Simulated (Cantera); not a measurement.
# Nitride etching: BN + HF + N2 + Cl2

Charge: 1 mol BN, 13 mol HF, 2.7 mol N2, 6.9 mol Cl2, equilibrated at 0.000100 bar.

Cantera equilibrium calculation (NASA polynomials, part measured and part estimated; ideal gas, pure solids and liquids). Candidate condensed phases: B, BN, NH4Cl; 40 gas species. The tables' values for BF2, BClF are old estimates; treat these amounts as uncertain. The numbers say what is thermodynamically allowed, not how fast it happens.

From 900 K to 2100 K nothing is condensed. The main B-bearing gas is BF3 throughout.

| T (K) | log p HF | log p Cl | log p Cl2 | log p N2 | log p HCl | log p BF3 | log p H |
|---|---|---|---|---|---|---|---|
| 900 | -4.35 | -6.44 | -4.63 | -4.85 | -4.88 | -5.35 | <-16 |
| 1050 | -4.36 | -5.43 | -4.67 | -4.86 | -4.89 | -5.36 | -15.67 |
| 1200 | -4.39 | -4.76 | -4.88 | -4.89 | -4.92 | -5.39 | -13.62 |
| 1350 | -4.43 | -4.47 | -5.51 | -4.93 | -4.96 | -5.43 | -11.81 |
| 1500 | -4.45 | -4.42 | -6.38 | -4.94 | -4.97 | -5.45 | -10.15 |
| 1650 | -4.45 | -4.42 | -7.16 | -4.94 | -4.97 | -5.45 | -8.74 |
| 1800 | -4.45 | -4.41 | -7.83 | -4.94 | -4.97 | -5.45 | -7.57 |
| 1950 | -4.45 | -4.41 | -8.39 | -4.94 | -4.99 | -5.47 | -6.59 |
| 2100 | -4.45 | -4.40 | -8.84 | -4.95 | -5.11 | -5.59 | -5.86 |
log p: log10 of the partial pressure in bar; nothing condenses.
